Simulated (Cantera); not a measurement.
Source: NASA polynomial tables (part measured, part estimated), evaluated in Cantera. Values are per mole of reaction as written; species without (g) are pure solids or liquids, kept so even where they would boil at 1 bar.

2 HCl(g) = 2 Cl(g) + H2(g)

```csv
T (K),ΔH° (kJ),ΔS° (J/K),ΔG° (kJ),log10 K
773,434.6,102.0,355.7,-24.04
798,(withheld),(withheld),(withheld),(withheld)
823,435.2,102.8,350.6,-22.25
848,(withheld),(withheld),(withheld),(withheld)
873,(withheld),(withheld),(withheld),(withheld)
898,(withheld),(withheld),(withheld),(withheld)
```

### Question
What belongs in the gaps?

### Answer

- 798, ΔH° (kJ): 434.9
- 798, ΔS° (J/K): 102.4
- 798, ΔG° (kJ): 353.2
- 798, log10 K: -23.12
- 848, ΔH° (kJ): 435.6
- 848, ΔS° (J/K): 103.2
- 848, ΔG° (kJ): 348.0
- 848, log10 K: -21.44
- 873, ΔH° (kJ): 435.9
- 873, ΔS° (J/K): 103.6
- 873, ΔG° (kJ): 345.4
- 873, log10 K: -20.67
- 898, ΔH° (kJ): 436.2
- 898, ΔS° (J/K): 104.0
- 898, ΔG° (kJ): 342.8
- 898, log10 K: -19.94
